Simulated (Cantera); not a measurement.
What does this Cantera script print?

```python
import numpy as np
import cantera as ct

gas_names = """
    H HO2 H2 H2O H2O2 Nb NbO NbO2 O OH O2 O3
""".split()
cond_names = """
    H2O(s) H2O(L) Nb(cr) Nb(L) NbO(s) NbO(L) NbO2(I) NbO2(II) NbO2(III) NbO2(L) Nb2O5(s) Nb2O5(L)
""".split()


def load(file, names, dense=False):
    # The tables refer to 1 bar. Condensed volumes are neglected.
    table = {s.name: s for s in ct.Species.list_from_file(file)}
    out = []
    for n in names:
        d = dict(table[n].input_data)
        d["thermo"] = dict(d["thermo"], **{"reference-pressure": 1e5})
        if dense:
            d["equation-of-state"] = {"model": "constant-volume", "density": "1e6 g/cm^3"}
        out.append(ct.Species.from_dict(d))
    return out


gas = ct.Solution(thermo="ideal-gas", species=load("nasa_gas.yaml", gas_names))
cond = {s.name: ct.Solution(thermo="fixed-stoichiometry", species=[s], name=s.name)
        for s in load("nasa_condensed.yaml", cond_names, dense=True)}
atoms = {
    'Nb2O5': {'Nb': 2, 'O': 5},
    'H2': {'H': 2},
}
top_T = {}  # K; cautious upper limits of use, not melting points


def equilibrate(T, P, feed):
    n = {}
    for name, mol in feed.items():
        for a, k in atoms[name].items():
            n[a] = n.get(a, 0.0) + k * mol
    gas.TPX = T, P, n
    mass = sum(n.values()) * gas.mean_molecular_weight
    gas.equilibrate("TP")
    valid = [c for c in cond.values() if c.min_temp <= T <= top_T.get(c.name, c.max_temp)]
    mix = ct.Mixture([(gas, mass / gas.mean_molecular_weight)] + [(c, 0.0) for c in valid])
    mix.T, mix.P = T, P
    mix.equilibrate("TP", solver="vcs", rtol=1e-11, max_steps=5000)
    return mix


results = []
T = 1898.15  # K
P = 101325  # Pa
for m in [0.54, 2.3, 9.4, 39, 160, 690, 2900]:
    feed = {'Nb2O5': 1, 'H2': m}  # mol
    mix = equilibrate(T, P, feed)
    results.append((T, P, feed, dict(zip(mix.species_names, mix.species_moles))))
    x = sorted(zip(gas.X, gas.species_names), reverse=True)
    print(f"T = {T:g} K  P = {P:g} Pa  n(H2) = {m:g} mol  gas = {mix.phase_moles(0):.4g} mol")
    print("   x: " + "  ".join(f"{s} {v:.3e}" for v, s in x if v > 0.001))
    print("   condensed (mol): " + ("  ".join(f"{mix.phase(i).name} {mix.phase_moles(i):.4g}"
          for i in range(1, mix.n_phases) if mix.phase_moles(i) > 1e-12) or "none"))
```

Output:

```
T = 1898.15 K  P = 101325 Pa  n(H2) = 0.54 mol  gas = 0.5402 mol
   x: H2 8.245e-01  H2O 1.748e-01
   condensed (mol): NbO2(III) 0.1888  Nb2O5(L) 0.9056
T = 1898.15 K  P = 101325 Pa  n(H2) = 2.3 mol  gas = 2.301 mol
   x: H2 8.245e-01  H2O 1.748e-01
   condensed (mol): NbO2(III) 0.8043  Nb2O5(L) 0.5978
T = 1898.15 K  P = 101325 Pa  n(H2) = 9.4 mol  gas = 9.403 mol
   x: H2 8.929e-01  H2O 1.063e-01
   condensed (mol): NbO2(III) 2
T = 1898.15 K  P = 101325 Pa  n(H2) = 39 mol  gas = 39.02 mol
   x: H2 9.736e-01  H2O 2.563e-02
   condensed (mol): NbO2(III) 2
T = 1898.15 K  P = 101325 Pa  n(H2) = 160 mol  gas = 160.1 mol
   x: H2 9.906e-01  H2O 8.634e-03
   condensed (mol): NbO(s) 0.3821  NbO2(III) 1.618
T = 1898.15 K  P = 101325 Pa  n(H2) = 690 mol  gas = 690.3 mol
   x: H2 9.949e-01  H2O 4.346e-03
   condensed (mol): NbO(s) 2
T = 1898.15 K  P = 101325 Pa  n(H2) = 2900 mol  gas = 2901 mol
   x: H2 9.982e-01  H2O 1.034e-03
   condensed (mol): NbO(s) 2
```

These are equilibrium values from Cantera (NASA tables, ideal gas, pure condensed phases), not measurements of a reactor. Mutual solubility and eutectic melting of coexisting phases are not modelled. NbO: taken at fixed stoichiometry. Condensed phases not in the tables: the oxides between NbO2 and Nb2O5.
